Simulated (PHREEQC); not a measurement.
PHREEQC input (ion-association model, wateq4f.dat):

```
SOLUTION_MASTER_SPECIES
  An  An-  0  An  62.0  # stands for a non-complexing anion
SOLUTION_SPECIES
  An- = An-
    -log_k 0
    -gamma 3.0 0
PHASES
  Fix_H+
    H+ = H+
    -log_k 0
SOLUTION 1
  temp 25
  units mmol/kgw
  pH 7 charge
  F 0.0054
  Na 10.0054
  An 10
END
SELECTED_OUTPUT 1
  -reset false
  -pH true
  -pe true
  -ionic_strength true
  -water true
  -totals F Na
  -molalities Hfo_wOH Hfo_wOH2+ Hfo_wO- Hfo_sOH Hfo_sOH2+ Hfo_sO- Hfo_wF Hfo_wOHF-
USER_PUNCH 1
  -headings sigma psi
  10 PUNCH EDL("sigma", "Hfo"), EDL("psi", "Hfo")
PRINT
  -reset false
USE solution 1
SURFACE 1
  Hfo_wOH 0.000494382 600 0.22
  Hfo_sOH 1.23596e-05
EQUILIBRIUM_PHASES 1
  Fix_H+ -4 HAn 10
    -force_equality true
  O2(g) -0.68 10
END
# ... the last block is repeated for the other 12 points of pH, with NaOH or the acid as the point needs
```

Selected output (columns that matter, 9 of 13 rows; pH added in front):

```
pH	mu	F	Na	m_Hfo_wOH	m_Hfo_wOH2+	m_Hfo_wO-	m_Hfo_sOH	m_Hfo_sOH2+	m_Hfo_sO-	m_Hfo_wF	m_Hfo_wOHF-	sigma	psi
4	0.010262	3.2366e-07	0.010005	0.00019482	0.0002915	2.983e-06	4.9212e-06	7.3631e-06	7.5349e-08	2.4948e-06	2.5816e-06	0.21435	0.18427
5.33	0.01007	1.2534e-06	0.010005	0.00033383	0.00013789	1.8515e-05	8.4164e-06	3.4764e-06	4.6678e-07	8.7327e-07	3.2733e-06	0.087072	0.13866
6	0.01004	2.5844e-06	0.010005	0.00036253	9.8453e-05	3.0582e-05	9.1152e-06	2.4754e-06	7.6893e-07	4.2017e-07	2.3955e-06	0.049111	0.1098
6.67	0.010023	4.1287e-06	0.010005	0.00037453	7.6653e-05	4.1923e-05	9.3875e-06	1.9213e-06	1.0508e-06	1.4843e-07	1.1229e-06	0.025203	0.077433
8	0.010006	5.3001e-06	0.010005	0.00037941	5.8407e-05	5.6463e-05	9.4873e-06	1.4605e-06	1.4119e-06	9.0316e-09	9.0837e-08	0.0013902	0.0060724
9.33	0.010043	5.3941e-06	0.010056	0.00037719	4.5419e-05	7.1762e-05	9.43e-06	1.1355e-06	1.7941e-06	4.2734e-10	5.4947e-09	-0.019742	-0.066295
10	0.010144	5.3984e-06	0.010172	0.00037005	3.5195e-05	8.9134e-05	9.2513e-06	8.7988e-07	2.2284e-06	8.9658e-11	1.4596e-09	-0.040417	-0.099868
10.67	0.010578	5.3995e-06	0.010629	0.00034893	2.2726e-05	0.00012273	8.7232e-06	5.6816e-07	3.0682e-06	1.8039e-11	4.288e-10	-0.074929	-0.12978
12	0.021762	5.3999e-06	0.021919	0.00018389	2.5155e-06	0.00030797	4.5973e-06	6.2887e-08	7.6993e-06	4.2548e-13	4.814e-11	-0.22888	-0.16836
```
